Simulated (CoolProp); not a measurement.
Values from CoolProp's reference Helmholtz-energy equation of state, Thol 2018.

Task: Give the vapour pressure (bar), vapour density (kg/m³), liquid cp (kJ/(kg K)) of saturated hydrogen chloride at -23.75, -19.95 °C.

Result: 
| T (°C) | p (bar) | vapour density (kg/m³) | liquid cp (kJ/(kg K)) |
|---|---|---|---|
| -23.75 | 13.2 | 27.6 | 1.82 |
| -19.95 | 14.8 | 31.0 | 1.84 |
